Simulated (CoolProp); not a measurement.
A single-stage vapour-compression cycle with R410A: evaporating at 243.15 K (dew point), condensing at 293.15 K (bubble point), superheat 10 K, subcooling 2 K, compressor efficiency 0.9, no pressure losses. Each further row changes one setting.

Model: reference Helmholtz-energy equation of state, Lemmon 2003, in CoolProp. It is a pseudo-pure fit of the blend.

```
case                              cooling COP  pressure ratio  discharge temperature (K)  refrigerating effect (kJ/kg)  volumetric capacity (kJ/m³)
--------------------------------  -----------  --------------  -------------------------  ----------------------------  ---------------------------
as stated                                3.41            5.37                      336.1                           191                         1900
evaporating temperature 248.15 K         3.95            4.39                      331.7                           193                         2330
condensing temperature 288.15 K          3.90            4.67                      328.5                           199                         1980
subcooling 7 K                           3.55            5.37                      336.1                           199                         1980
superheat 20 K                           3.39            5.37                      347.2                           199                         1890
compressor efficiency 0.8                3.03            5.37                      342.8                           191                         1900
```
